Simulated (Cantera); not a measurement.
An adiabatic, constant-volume homogeneous reactor starts with CH3OH : O2 : N2 = 1 : 3.49 : 10.1 (molar parts), equivalence ratio 0.43, at 1023 K and 5.00 bar. Integrator tolerance rtol = 1e-08.

Model: GRI-Mech 3.0 (53 species, 325 reactions), integrated in Cantera. GRI-Mech 3.0 was tuned for natural gas; its chemistry of methanol as a main component is partial and can be far from experiment.

Question: What does this change do: pressure from 5.00 bar to 0.520 bar?

Answer: 
```csv
quantity,before,after
time of steepest temperature rise,90.8 ms,0.590 s
temperature at 5.00 s,2404 K,2362 K
equilibrium temperature,2404 K,2362 K
x(CH3OH) at 5.00 s,<1e-12 (gas-phase equilibrium <1e-12),<1e-12 (gas-phase equilibrium <1e-12)
x(O2) at 5.00 s,0.124 (gas-phase equilibrium 0.124),0.124 (gas-phase equilibrium 0.124)
x(CO2) at 5.00 s,0.0649 (gas-phase equilibrium 0.0649),0.0632 (gas-phase equilibrium 0.0632)
x(CH2O) at 5.00 s,2.19e-12 (gas-phase equilibrium 2.19e-12),1.31e-12 (gas-phase equilibrium 1.31e-12)
x(CH2) at 5.00 s,<1e-12 (gas-phase equilibrium <1e-12),<1e-12 (gas-phase equilibrium <1e-12)
x(C2H2) at 5.00 s,<1e-12 (gas-phase equilibrium <1e-12),<1e-12 (gas-phase equilibrium <1e-12)
x(OH) at 5.00 s,0.00565 (gas-phase equilibrium 0.00565),0.00856 (gas-phase equilibrium 0.00856)
```

Question: What does this change do: pressure from 5.00 bar to 7.40 bar?

Answer: 
| quantity | before | after |
|---|---|---|
| time of steepest temperature rise | 90.8 ms | 68.4 ms |
| temperature at 5.00 s | 2404 K | 2409 K |
| equilibrium temperature | 2404 K | 2409 K |
| x(CH3OH) at 5.00 s | <1e-12 (gas-phase equilibrium <1e-12) | <1e-12 (gas-phase equilibrium <1e-12) |
| x(O2) at 5.00 s | 0.124 (gas-phase equilibrium 0.124) | 0.124 (gas-phase equilibrium 0.124) |
| x(CO2) at 5.00 s | 0.0649 (gas-phase equilibrium 0.0649) | 0.0651 (gas-phase equilibrium 0.0651) |
| x(CH2O) at 5.00 s | 2.19e-12 (gas-phase equilibrium 2.19e-12) | 2.32e-12 (gas-phase equilibrium 2.32e-12) |
| x(CH2) at 5.00 s | <1e-12 (gas-phase equilibrium <1e-12) | <1e-12 (gas-phase equilibrium <1e-12) |
| x(C2H2) at 5.00 s | <1e-12 (gas-phase equilibrium <1e-12) | <1e-12 (gas-phase equilibrium <1e-12) |
| x(OH) at 5.00 s | 0.00565 (gas-phase equilibrium 0.00565) | 0.00521 (gas-phase equilibrium 0.00521) |
